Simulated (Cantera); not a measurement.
Cantera run:

```python
import numpy as np
import cantera as ct

gas_names = """
    C CO COS CO2 CS CS2 C2 C2O C3 C3O2 C4 C5 Mg MgO MgS Mg2 O O2 O3 S SO SO2 SO3 S2 S2O S8
""".split()
cond_names = """
    C(gr) Mg(cr) Mg(L) MgCO3(s) MgO(s) MgO(L) MgS(s) MgSO4(s) MgSO4(L) S(cr1) S(cr2) S(L)
""".split()


def load(file, names, dense=False):
    # The tables refer to 1 bar. Condensed volumes are neglected.
    table = {s.name: s for s in ct.Species.list_from_file(file)}
    out = []
    for n in names:
        d = dict(table[n].input_data)
        d["thermo"] = dict(d["thermo"], **{"reference-pressure": 1e5})
        if dense:
            d["equation-of-state"] = {"model": "constant-volume", "density": "1e6 g/cm^3"}
        out.append(ct.Species.from_dict(d))
    return out


gas = ct.Solution(thermo="ideal-gas", species=load("nasa_gas.yaml", gas_names))
cond = {s.name: ct.Solution(thermo="fixed-stoichiometry", species=[s], name=s.name)
        for s in load("nasa_condensed.yaml", cond_names, dense=True)}
atoms = {
    'MgCO3': {'Mg': 1, 'C': 1, 'O': 3},
    'SO3': {'S': 1, 'O': 3},
    'CO2': {'C': 1, 'O': 2},
}
top_T = {'C(gr)': 4500, 'MgS(s)': 2250}  # K; cautious upper limits of use, not melting points


def equilibrate(T, P, feed):
    n = {}
    for name, mol in feed.items():
        for a, k in atoms[name].items():
            n[a] = n.get(a, 0.0) + k * mol
    gas.TPX = T, P, n
    mass = sum(n.values()) * gas.mean_molecular_weight
    gas.equilibrate("TP")
    valid = [c for c in cond.values() if c.min_temp <= T <= top_T.get(c.name, c.max_temp)]
    mix = ct.Mixture([(gas, mass / gas.mean_molecular_weight)] + [(c, 0.0) for c in valid])
    mix.T, mix.P = T, P
    mix.equilibrate("TP", solver="vcs", rtol=1e-11, max_steps=5000)
    return mix


results = []
feed = {'MgCO3': 1, 'SO3': 3.9, 'CO2': 1.6}  # mol
P = 1600000  # Pa
for T in [698, 898, 1098, 1298, 1498, 1698, 1898]:
    mix = equilibrate(T, P, feed)
    results.append((T, P, feed, dict(zip(mix.species_names, mix.species_moles))))

top = {s: max(r[3][s] / sum(r[3][g] for g in gas_names) for r in results) for s in gas_names}
cols = sorted((s for s in top if top[s] > 0.0001), key=lambda s: -top[s])[:6]
seen = [c for c in cond_names if any(r[3].get(c, 0) > 1e-12 for r in results)]
print("log10 of partial pressures in bar; condensed amounts in mol")
print(f"{'T/K':>10s}" + "".join(f"{s[:9]:>10s}" for s in cols + seen))
for T, P, feed, n in results:
    ng = sum(n[g] for g in gas_names)
    print(f"{T:10.4g}" + "".join(f"{np.log10(max(n[s] / ng * P / 1e5, 1e-99)):10.3f}" for s in cols)
          + "".join(f"{n.get(c, 0):10.4g}" for c in seen))
```

It prints:

```
log10 of partial pressures in bar; condensed amounts in mol
       T/K       SO3       CO2       SO2        O2    MgO(s)  MgSO4(s)  MgSO4(L)
       698     0.919     0.877    -0.939    -1.240         0         1         0
       898     0.836     0.861     0.099    -0.202         0         1         0
      1098     0.542     0.822     0.593     0.292         0         1         0
      1298     0.079     0.793     0.758     0.457         0         1         0
      1498    -0.370     0.783     0.802     0.501         0         0         1
      1698    -0.676     0.695     0.859     0.558         1         0         0
      1898    -0.974     0.694     0.863     0.563         1         0         0
```

These are equilibrium values from Cantera (NASA tables, ideal gas, pure condensed phases), not measurements of a reactor.
